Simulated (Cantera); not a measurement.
**Equilibrium for iron carbonyl, mercury and lead vapours: Pb + CO + H2**

A closed system holds: 1 mol Pb, 0.13 mol CO, a varied amount of H2, at 1227 °C and 0.133 bar.

These are equilibrium values from Cantera (NASA tables, ideal gas, pure condensed phases), not measurements of a reactor. Candidate condensed phases: C, C6H6, C7H8, C8H18, H2O, Pb, PbO, PbO2, Pb3O4; 113 gas species. Equilibrium is a limit: real reactors are often held back by kinetics, nucleation or transport.

```csv
n(H2) (mol),x H2,x CO,x Pb,x Pb2,x CH4,x H2O,x H,n Pb(l)
0.29,0.563,0.252,0.184,7.72e-5,6.27e-5,5.64e-5,3.62e-5,0.905
0.55,0.660,0.156,0.184,7.72e-5,6.09e-5,5.77e-5,3.92e-5,0.846
1,0.722,0.0938,0.184,7.72e-5,5.33e-5,5.19e-5,4.10e-5,0.745
2,0.766,0.0497,0.184,7.72e-5,4.21e-5,4.17e-5,4.22e-5,0.519
3.8,0.789,0.0270,0.184,7.72e-5,3.22e-5,3.22e-5,4.28e-5,0.112
7.1,0.863,0.0158,0.121,3.36e-5,2.82e-5,2.82e-5,4.48e-5,0
14,0.925,0.00857,0.0661,9.93e-6,2.31e-5,2.31e-5,4.64e-5,0
26,0.958,0.00477,0.0369,3.09e-6,1.81e-5,1.82e-5,4.72e-5,0
49,0.977,0.00258,0.0199,9.05e-7,1.37e-5,1.38e-5,4.77e-5,0
```
x: gas mole fraction; n: condensed amount in mol.

From 0.29 mol H2 to 3.8 mol H2 the condensed part is Pb(l). From 7.1 mol H2 to 49 mol H2 nothing is condensed. The main Pb-bearing gas is Pb throughout.
